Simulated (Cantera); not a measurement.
Ammonia decomposition in nitride growth gas

An isothermal, constant-pressure homogeneous reactor starts with NH3 : H2 = 1 : 4.2 (molar parts), at 2050 K and 2100 Pa.

Computed with Cantera and the gas-phase N/H chemistry of the illustrative SiF4/NH3 mechanism in the Surface Chemkin manual (1991). Walls and surfaces, which speed up NH3 decomposition in real reactors, are not modelled.

```csv
t (s),x NH3,x H2,x NH,x N2,x N,x N2H2,x H
0.000100,0.192,0.808,1.71e-9,9.85e-12,1.28e-12,3.43e-11,8.80e-6
0.000226,0.192,0.808,9.81e-9,2.95e-10,1.93e-11,2.22e-10,1.99e-5
0.000511,0.192,0.808,5.26e-8,6.70e-9,2.50e-10,1.35e-9,4.51e-5
0.00115,0.192,0.808,2.73e-7,1.24e-7,3.01e-9,8.34e-9,0.000102
0.00261,0.192,0.808,1.38e-6,2.14e-6,3.43e-8,5.61e-8,0.000228
0.00589,0.192,0.807,6.37e-6,3.73e-5,3.39e-7,3.86e-7,0.000493
0.0133,0.190,0.808,1.69e-5,0.000464,1.47e-6,1.40e-6,0.000813
0.0301,0.186,0.810,1.93e-5,0.00216,1.79e-6,1.63e-6,0.000880
0.0679,0.177,0.815,1.89e-5,0.00596,1.80e-6,1.54e-6,0.000900
0.153,0.159,0.826,1.83e-5,0.0138,1.80e-6,1.34e-6,0.000944
0.347,0.125,0.846,1.68e-5,0.0281,1.80e-6,1.01e-6,0.00104
0.784,0.0745,0.875,1.41e-5,0.0492,1.80e-6,5.48e-7,0.00127
1.77,0.0248,0.903,9.89e-6,0.0701,1.84e-6,1.62e-7,0.00189
4.00,0.000978,0.913,3.99e-6,0.0800,2.40e-6,5.47e-9,0.00610
```
x: mole fraction; the columns are a selection and need not sum to one.

Equilibrium at this temperature and pressure: NH3 9.45e-8, H2 0.905, NH 2.38e-9, N2 0.0800, N 3.55e-9, N2H2 <1e-12, H 0.0150 (gas phase only).
